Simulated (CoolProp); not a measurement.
Vapour-liquid equilibrium of R22 (1) + c-C4F8 (RC318) (2) at 1190 kPa; x and y are mole fractions of (1).

Values from CoolProp's multi-fluid Helmholtz-energy mixture model, Kamei 1995 and Platzer 1990; pair parameters Bell 2016. This equation is an older, rougher fit; its heat capacities, sound speeds and derivatives of the liquid may be far off and weren't checked against measurements.

### Question
Give the bubble temperature and the first vapour's composition at x = 0.2, 0.35, 0.65. Is there an azeotrope?

### Answer
x = 0.2: 335.3 K, y = 0.371; x = 0.35: 323.3 K, y = 0.613; x = 0.65: 309.0 K, y = 0.832. No azeotrope shows between x = 0.05 and 0.95.

The pair parameters rest on a limited set of measurements; away from them the model extrapolates. The gap from Raoult's law changes sign with composition, which may be real or a fault of the pair parameters; it wasn't checked against measurements.
